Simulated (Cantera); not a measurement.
**Stirred combustor or abatement burner**

A perfectly stirred reactor is fed with CH4 : O2 : N2 = 1 : 3.57 : 13.4 (molar parts), equivalence ratio 0.56, at 1.00 bar; it is adiabatic with a 623 K inlet, and is followed from long to short residence time, starting on the burning branch (τ in s: 0.07, 0.033, 0.016, 0.0076, 0.0036, 0.0017, 0.00083, 0.00039, 0.00019, 9e-05).

Cantera simulation using GRI-Mech 3.0 (53 species, 325 reactions); the numbers are that mechanism's predictions, not measurements.

```csv
τ (s),T (K),x CH4,x O2,x CH2O,x CH2,x H2O,x HCO,x H2
0.070,1844,1.04e-5,0.0871,1.20e-6,4.92e-8,0.110,1.94e-8,0.000130
0.033,1839,1.69e-5,0.0871,2.04e-6,9.31e-8,0.110,4.23e-8,0.000204
0.016,1831,2.69e-5,0.0872,3.37e-6,1.67e-7,0.110,8.97e-8,0.000318
0.0076,1820,4.32e-5,0.0873,5.60e-6,2.95e-7,0.109,1.95e-7,0.000501
0.0036,1804,7.03e-5,0.0876,9.29e-6,5.03e-7,0.108,4.21e-7,0.000777
0.0017,1779,0.000118,0.0882,1.55e-5,8.30e-7,0.107,9.06e-7,0.00118
0.00083,1746,0.000201,0.0892,2.57e-5,1.31e-6,0.106,1.87e-6,0.00169
0.00039,1696,0.000385,0.0914,4.62e-5,2.11e-6,0.104,3.95e-6,0.00237
0.00019,1628,0.000856,0.0958,9.15e-5,3.60e-6,0.101,8.04e-6,0.00323
9.0e-5,623,0.0556,0.199,<1e-12,<1e-12,<1e-12,<1e-12,<1e-12
```
x: mole fraction; the columns are a selection and need not sum to one.
